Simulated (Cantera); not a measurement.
Mixture: 10.4 % CH₄, 2.39 % CO, 18.3 % O₂, 68.9 % N₂, at 460000 Pa, adiabatic and at constant volume. Ignition delay is the time to a rise of 400 K.

Model: GRI-Mech 3.0 (53 species, 325 reactions), integrated in Cantera.

### Question
Predict: delay at 1400 K; delay at 1475 K; delay at 1550 K; delay at 1625 K; delay at 1700 K; apparent activation energy between 1550 and 1700 K.

### Answer
```
Item                                                     Value
--------------------------------------------------  ----------
delay at 1400 K                                        1.15 ms
delay at 1475 K                                       0.502 ms
delay at 1550 K                                       0.233 ms
delay at 1625 K                                       0.116 ms
delay at 1700 K                                        61.2 µs
apparent activation energy between 1550 and 1700 K  200 kJ/mol
```
